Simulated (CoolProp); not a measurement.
R11 along the isotherm 110.15 °C: density (kg/m³) from the reference equation and from simpler models built on Tc = 198.0 °C, pc = 4408 kPa, ω = 0.189; each cubic takes its own stable root.

Model: reference Helmholtz-energy equation of state, Jacobsen 1992, in CoolProp.

```json
[
 {"p (kPa)": "138", "phase": "gas", "reference": "6.073", "van der Waals": "6.041", "Redlich-Kwong": "6.066"},
 {"p (kPa)": "275", "phase": "gas", "reference": "12.37", "van der Waals": "[?]", "Redlich-Kwong": "12.34"},
 {"p (kPa)": "413", "phase": "gas", "reference": "19.03", "van der Waals": "18.69", "Redlich-Kwong": "18.94"},
 {"p (kPa)": "551", "phase": "gas", "reference": "26.05", "van der Waals": "25.38", "Redlich-Kwong": "25.85"},
 {"p (kPa)": "689", "phase": "gas", "reference": "33.51", "van der Waals": "32.34", "Redlich-Kwong": "33.13"},
 {"p (kPa)": "826", "phase": "gas", "reference": "41.43", "van der Waals": "39.54", "Redlich-Kwong": "40.78"},
 {"p (kPa)": "964", "phase": "gas", "reference": "[?]", "van der Waals": "[?]", "Redlich-Kwong": "48.96"},
 {"p (kPa)": "1100", "phase": "liquid", "reference": "1244", "van der Waals": "[?]", "Redlich-Kwong": "57.61"},
 {"p (kPa)": "1240", "phase": "liquid", "reference": "1245", "van der Waals": "[?]", "Redlich-Kwong": "1102"},
 {"p (kPa)": "1380", "phase": "liquid", "reference": "1246", "van der Waals": "72.66", "Redlich-Kwong": "1104"},
 {"p (kPa)": "1520", "phase": "liquid", "reference": "1247", "van der Waals": "82.42", "Redlich-Kwong": "1106"},
 {"p (kPa)": "1650", "phase": "liquid", "reference": "1248", "van der Waals": "92.22", "Redlich-Kwong": "[?]"},
 {"p (kPa)": "1790", "phase": "liquid", "reference": "1249", "van der Waals": "103.8", "Redlich-Kwong": "1111"},
 {"p (kPa)": "1930", "phase": "liquid", "reference": "1250", "van der Waals": "785.3", "Redlich-Kwong": "1113"},
 {"p (kPa)": "2070", "phase": "liquid", "reference": "1251", "van der Waals": "788.0", "Redlich-Kwong": "1115"},
 {"p (kPa)": "2200", "phase": "liquid", "reference": "1252", "van der Waals": "[?]", "Redlich-Kwong": "1117"}
]
```

Problem. Fill in the missing entries.

Solution. 
- 275, van der Waals: 12.23
- 964, reference: 50.05
- 964, van der Waals: 47.14
- 1100, van der Waals: 55.00
- 1240, van der Waals: 63.55
- 1650, Redlich-Kwong: 1108
- 2200, van der Waals: 790.4

At some of these states van der Waals, Redlich-Kwong gives the other phase, because its saturation line lies elsewhere.
